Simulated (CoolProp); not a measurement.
Vapour-liquid equilibrium of isobutene (1) + n-octane (2) at 374.3 K; x and y are mole fractions of (1).

Computed with CoolProp (multi-fluid Helmholtz-energy mixture model, Lemmon 2005 and Beckmüller 2019; pair parameters Bell 2016).

```
x     bubble pressure (MPa)  y at the bubble point  dew pressure at overall composition x (MPa)  liquid density (mol/L)
----  ---------------------  ---------------------  -------------------------------------------  ----------------------
0.05                 0.1218                  0.605                                      0.05121                   5.672
0.15                 0.2678                  0.827                                      0.05723                   5.929
0.25                 0.4168                  0.895                                      0.06482                       …
0.35                 0.5723                  0.928                                      0.07469                       …
0.45                 0.7366                  0.948                                      0.08806                       …
0.55                 0.9111                  0.962                                       0.1072                       …
0.65                  1.097                  0.973                                            …                       …
0.75                  1.294                  0.981                                       0.1891                   7.787
0.85                  1.506                  0.989                                       0.3045                   8.093
0.95                  1.740                  0.996                                       0.7539                   8.322
```

**Question.** Fill in the missing entries.

**Answer.** 
- 0.25, liquid density (mol/L): 6.203
- 0.35, liquid density (mol/L): 6.494
- 0.45, liquid density (mol/L): 6.802
- 0.55, liquid density (mol/L): 7.124
- 0.65, dew pressure at overall composition x (MPa): 0.1369
- 0.65, liquid density (mol/L): 7.456

No azeotrope shows between x = 0.05 and 0.95.

The pair parameters rest on a limited set of measurements; away from them the model extrapolates.
